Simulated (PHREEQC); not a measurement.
Dissolve 0.14 mol HF and 0.18 mol CuSO4 per kg of water at 31 °C. Closed to the air; pH follows from the charge balance.

Computed with PHREEQC (ion-association model, wateq4f.dat).

Precipitation was switched off in this run.

**Question.** Estimate the pH, activity of water, ionic strength.

**Answer.** pH 2.24; activity of water 0.993; ionic strength 0.358 mol/kgw.

**Question.** In which forms is Cu present?

**Answer.** Cu+2 49 %, CuSO4 47 %, CuF+ 3.2 % of the Cu.

Species that the database lacks are ignored. wateq4f.dat counts part of the HF as a dimer, H2F2, which phreeqc.dat doesn't know; its constant is uncertain.
